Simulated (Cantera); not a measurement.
A closed system holds: 1 mol Fe2O3, 1.1 mol CO, 9.6 mol H2, held at 2.90 mbar.

Method: chemical equilibrium by Gibbs-energy minimisation in Cantera with the NASA 1993 tables (ideal gas, pure condensed phases). Candidate condensed phases: C, C6H6, C7H8, C8H18, Fe, Fe(CO)5, FeO, Fe(OH)2, Fe(OH)3, Fe2O3, Fe3O4, H2O; 114 gas species. The numbers say what is thermodynamically allowed, not how fast it happens. All values below are at 2248 K.

Base state: H2 0.460, H2O 0.208, Fe 0.147, H 0.0925, CO 0.0759, CO2 0.00632, OH 0.00627, FeO 0.00225 (mole fractions); condensed: gas only.

Problem. What changes in the equilibrium state with this change: Fe2O3 replaced by CuO?

Solution. 
```json
[
 {"species": "H2", "before": "0.460", "after": "0.642"},
 {"species": "H", "before": "0.0925", "after": "0.109"},
 {"species": "CO", "before": "0.0759", "after": "0.0869"},
 {"species": "Fe", "before": "0.147", "after": "0"},
 {"species": "H2O", "before": "0.208", "after": "0.0766"},
 {"species": "Cu", "before": "0", "after": "0.0807"},
 {"species": "FeO", "before": "0.00225", "after": "0"},
 {"species": "Fe(OH)2", "before": "2.05e-5", "after": "0"},
 {"species": "O2", "before": "0.000165", "after": "1.15e-5"}
]
```
Further candidate phases: Cu, CuO, Cu(OH)2, Cu2O.
